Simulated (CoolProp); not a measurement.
Vapour-liquid equilibrium of n-hexane (1) + toluene (2) at 0.0151 MPa; x and y are mole fractions of (1).

The numbers come from the multi-fluid Helmholtz-energy mixture model, Thol 2019 and Lemmon 2006; pair parameters Bell 2016 in CoolProp.

```json
[
 {"x": "0.05", "bubble temperature (K)": "322.0", "y at the bubble point": "0.260", "dew temperature at overall composition x (K)": "327.0", "liquid density (mol/L)": "9.011"},
 {"x": "0.2", "bubble temperature (K)": "311.0", "y at the bubble point": "0.611", "dew temperature at overall composition x (K)": "323.5", "liquid density (mol/L)": "8.828"},
 {"x": "0.35", "bubble temperature (K)": "304.8", "y at the bubble point": "0.753", "dew temperature at overall composition x (K)": "319.6", "liquid density (mol/L)": "8.608"},
 {"x": "0.5", "bubble temperature (K)": "300.8", "y at the bubble point": "0.834", "dew temperature at overall composition x (K)": "315.0", "liquid density (mol/L)": "8.381"},
 {"x": "0.65", "bubble temperature (K)": "297.6", "y at the bubble point": "0.892", "dew temperature at overall composition x (K)": "309.4", "liquid density (mol/L)": "8.157"},
 {"x": "0.8", "bubble temperature (K)": "294.9", "y at the bubble point": "0.941", "dew temperature at overall composition x (K)": "302.5", "liquid density (mol/L)": "7.940"},
 {"x": "0.95", "bubble temperature (K)": "292.4", "y at the bubble point": "0.985", "dew temperature at overall composition x (K)": "294.4", "liquid density (mol/L)": "7.733"}
]
```

No azeotrope shows between x = 0.05 and 0.95.

The pair parameters rest on a limited set of measurements; away from them the model extrapolates.
